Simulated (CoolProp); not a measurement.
Chlorine at 243.2 K and 1.2 MPa is throttled through a valve to 0.517 MPa with no heat exchange. Each further row changes one setting.

Model: reference Helmholtz-energy equation of state, Thol 2021, in CoolProp.

```tsv
case	temperature change (K)
as stated	+0.3
outlet pressure 0.155 MPa	+0.4
outlet pressure 0.672 MPa	+0.2
```
